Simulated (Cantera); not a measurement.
Input: 1 mol B₂O₃, 0.32 mol N₂, held at 158 Torr.

Cantera equilibrium calculation (NASA polynomials, part measured and part estimated; ideal gas, pure solids and liquids). Candidate condensed phases: B, BN, B₂O₃; 17 gas species. Kinetics and transport are ignored.

Q: Which condensed phases are stable at each of these points (T (K)): 1075, 1175, 1275, 1375, 1475, 1575, 1675, 1775, 1875, 1975, 2075, 2175, 2275?

A: 
| T (K) | condensed phases | B condensed (%) |
|---|---|---|
| 1075 | B₂O₃(l) | 100.0 |
| 1175 | B₂O₃(l) | 100.0 |
| 1275 | B₂O₃(l) | 100.0 |
| 1375 | B₂O₃(l) | 100.0 |
| 1475 | B₂O₃(l) | 100.0 |
| 1575 | B₂O₃(l) | 100.0 |
| 1675 | B₂O₃(l) | 99.9 |
| 1775 | B₂O₃(l) | 99.6 |
| 1875 | B₂O₃(l) | 98.5 |
| 1975 | B₂O₃(l) | 94.4 |
| 2075 | B₂O₃(l) | 74.9 |
| 2175 | gas only | 0.0 |
| 2275 | gas only | 0.0 |

From 1075 K to 2075 K the condensed part is B₂O₃(l). From 2175 K to 2275 K nothing is condensed.
